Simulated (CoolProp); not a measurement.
Vapour-liquid equilibrium of R22 (1) + R123 (2) at 28.35 °C; x and y are mole fractions of (1).

The numbers come from the multi-fluid Helmholtz-energy mixture model, Kamei 1995 and Younglove 1994; pair parameters Bell 2016 in CoolProp.

Question: Give the bubble pressure and the first vapour's composition at x = 0.125, 0.575, 0.8. Is there an azeotrope?

Answer: x = 0.125: 217.4 kPa, y = 0.566; x = 0.575: 676.9 kPa, y = 0.919; x = 0.8: 912.7 kPa, y = 0.967. No azeotrope shows between x = 0.05 and 0.95.

Pair parameters are fitted to limited data, so mixtures are less certain than the pure fluids.
